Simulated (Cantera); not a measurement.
A perfectly stirred reactor is fed with C2H6 : N2 = 1 : 150 (molar parts), at 10.00 Torr; it is held at 1625 K, and followed from long to short residence time.

Detailed kinetics in Cantera: GRI-Mech 3.0 (53 species, 325 reactions). GRI-Mech 3.0 stops at C3 and has no aromatics, soot or wall deposition, so with more carbon than oxygen in the feed, carbon stays in small species such as C2H2 where larger ones or solid carbon would form. Radical loss at walls, strong at low pressure, is not modelled.

Q: What does this change do: 2.4 parts H2O added?

A: 
```json
[
 {"quantity": "x(C2H6) at τ = 7.30 s", "before": "1.79e-6", "after": "1.87e-6"},
 {"quantity": "x(CH4) at τ = 7.30 s", "before": "0.000239", "after": "0.000490"},
 {"quantity": "x(CH3) at τ = 7.30 s", "before": "6.62e-5", "after": "7.94e-5"},
 {"quantity": "x(C2H) at τ = 7.30 s", "before": "3.26e-7", "after": "1.28e-7"},
 {"quantity": "x(HCN) at τ = 7.30 s", "before": "0.000243", "after": "8.96e-5"},
 {"quantity": "x(C2H6) at τ = 37.0 ms", "before": "0.000248", "after": "0.000241"},
 {"quantity": "x(CH4) at τ = 37.0 ms", "before": "0.00104", "after": "0.00112"},
 {"quantity": "x(CH3) at τ = 37.0 ms", "before": "0.000850", "after": "0.000795"},
 {"quantity": "x(C2H) at τ = 37.0 ms", "before": "5.62e-7", "after": "4.14e-7"},
 {"quantity": "x(HCN) at τ = 37.0 ms", "before": "2.41e-5", "after": "1.80e-5"}
]
```

Q: What does this change do: pressure from 10.00 Torr to 270 Torr?

A: 
| quantity | before | after |
|---|---|---|
| x(C2H6) at τ = 7.30 s | 1.79e-6 | 5.40e-7 |
| x(CH4) at τ = 7.30 s | 0.000239 | 0.000627 |
| x(CH3) at τ = 7.30 s | 6.62e-5 | 1.80e-5 |
| x(C2H) at τ = 7.30 s | 3.26e-7 | 3.37e-8 |
| x(HCN) at τ = 7.30 s | 0.000243 | 1.95e-5 |
| x(C2H6) at τ = 37.0 ms | 0.000248 | 4.82e-5 |
| x(CH4) at τ = 37.0 ms | 0.00104 | 0.00128 |
| x(CH3) at τ = 37.0 ms | 0.000850 | 0.000158 |
| x(C2H) at τ = 37.0 ms | 5.62e-7 | 1.30e-7 |
| x(HCN) at τ = 37.0 ms | 2.41e-5 | 1.16e-5 |
